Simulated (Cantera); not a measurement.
Feed: 1 mol SiH₂Cl₂, 1.4 mol N₂O, 1.2 mol N₂, held at 1173.15 K and 5.40 mbar.

Method: chemical equilibrium by Gibbs-energy minimisation in Cantera with the NASA 1993 tables (ideal gas, pure condensed phases). Candidate condensed phases: H₂O, NH₄Cl, Si, SiO₂, Si₂N₂O, Si₃N₄; 47 gas species. Mutual solubility and eutectic melting of coexisting phases are not modelled. The tables' values for SiCl₃ are old estimates; treat these amounts as uncertain. The tables hold silica as quartz up to 1696 K and as liquid above; real silica turns to tridymite and cristobalite and melts near 1996 K. Rates play no part.

**Question.** What is the equilibrium state?

**Answer.** 
| Property | Value |
|---|---|
| x(N₂) | 0.554 |
| x(HCl) | 0.418 |
| x(H₂) | 0.0191 |
| x(SiCl₄) | 0.00943 |
| x(SiCl₃) | 0.000114 |
| x(SiCl₂) | 1.36e-5 |
| x(SiHCl₃) | 1.00e-5 |
| x(Cl) | 4.26e-6 |
| n(SiO₂(β-quartz)) | 0.614 mol |
| n(Si₂N₂O(s)) | 0.172 mol |
| gas amount | 4.386 mol |
| log10 activity of Si(s) (absent) | -6.18 |
